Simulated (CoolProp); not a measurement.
2000 sccm (0 °C, 1 atm) of nitrogen bubbles through liquid water at 330.9 K and leaves saturated at a total pressure of 0.15 MPa (ideal gas phase). Each further row changes one setting.

Values from CoolProp's reference Helmholtz-energy equation of state, Wagner 2002.

```csv
case,vapour pressure (kPa),mole fraction of vapour,delivery (mg/min),delivery (sccm),change of delivery for a bath 1 K warmer (%)
as stated,18.0,0.120,219,272,5.5
bath temperature 335.9 K,22.6,0.151,286,355,5.5
total pressure 0.3 MPa,18.0,0.0599,102,127,5.1
```
